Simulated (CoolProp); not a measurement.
Vapour-liquid equilibrium of R22 (1) + methanol (2) at 33.95 °C; x and y are mole fractions of (1).

The numbers come from the multi-fluid Helmholtz-energy mixture model, Kamei 1995 and de Reuck 1993; pair parameters Bell 2016 in CoolProp.

```tsv
x	bubble pressure, mixture model (kPa)	bubble pressure, Raoult's law (kPa)	y, mixture model	y, Raoult's law
0.05	130.3	91.26	0.800	0.723
0.15	314.7	220.5	0.920	0.897
0.25	472.0	349.8	0.949	0.943
0.35	606.8	479.1	0.963	0.964
0.45	723.6	608.3	0.971	0.976
0.55	827.2	737.6	0.976	0.984
0.65	923.3	866.9	0.981	0.989
0.75	1019	996.1	0.985	0.993
0.85	1122	1125	0.990	0.996
0.95	1245	1255	0.996	0.999
```

The largest gap from Raoult's law is +42.8 % in bubble pressure, at x = 0.05. No azeotrope shows between x = 0.05 and 0.95.

The pair parameters rest on a limited set of measurements; away from them the model extrapolates. The gap from Raoult's law changes sign with composition, which may be real or a fault of the pair parameters; it wasn't checked against measurements.
